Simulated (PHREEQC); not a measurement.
Solution (20 °C): 0.18 mol KOH and 0.92 mol KCl per kg of water. It is in equilibrium with CO2 at log p = -1 (atm). Otherwise closed; pH follows from the charge balance.

Equilibrium calculation in PHREEQC: Pitzer model, pitzer.dat.

This is a speciation only: nothing precipitates in the calculation.

Q: What pH does the model give?

A: pH 7.82.

Q: In which forms is C present?

A: HCO3- 97 %, CO2 2.0 %, CO3-2 1.4 % of the C.

In brines, pH and single-ion activities rest on the MacInnes convention.
